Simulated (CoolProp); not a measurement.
Vapour pressure (MPa) of R245ca: the reference equation beside estimates from Tc = 447.6 K, pc = 3.941 MPa, ω = 0.355. Clausius-Clapeyron is anchored at 292.9 K with a constant enthalpy of vaporisation of 27.79 kJ/mol.

Model: reference Helmholtz-energy equation of state, Zhou 2016, in CoolProp.

```
T (K)   reference  Lee-Kesler  Clausius-Clapeyron  Redlich-Kwong  Soave-Redlich-Kwong  Peng-Robinson
-----  ----------  ----------  ------------------  -------------  -------------------  -------------
288.8  (withheld)     0.06847          (withheld)         0.1665           (withheld)        0.06951
292.9     0.08150     0.08112             0.08150         0.1900              0.08126        0.08205
296.9     0.09554     0.09518             0.09504         0.2152              0.09527        0.09596
301        0.1119      0.1115              0.1108     (withheld)               0.1116         0.1121
305    (withheld)      0.1296              0.1282     (withheld)               0.1295         0.1299
309        0.1499      0.1498              0.1477         0.3063               0.1497         0.1498
313.1      0.1730      0.1730              0.1702         0.3427               0.1729         0.1727
317.1      0.1981      0.1982          (withheld)         0.3812               0.1981         0.1975
```

Some entries are withheld; supply them.


- 288.8, reference: 0.06885
- 288.8, Clausius-Clapeyron: 0.06931
- 288.8, Soave-Redlich-Kwong: 0.06865
- 301, Redlich-Kwong: 0.2435
- 305, reference: 0.1298
- 305, Redlich-Kwong: 0.2736
- 317.1, Clausius-Clapeyron: 0.1947

Absolute difference from the reference over all 8 rows, mean and median: Lee-Kesler 0.3 and 0.3 %, Clausius-Clapeyron 1.0 and 1.1 %, Redlich-Kwong 115.4 and 114.2 %, Soave-Redlich-Kwong 0.2 and 0.2 %, Peng-Robinson 0.4 and 0.2 %.
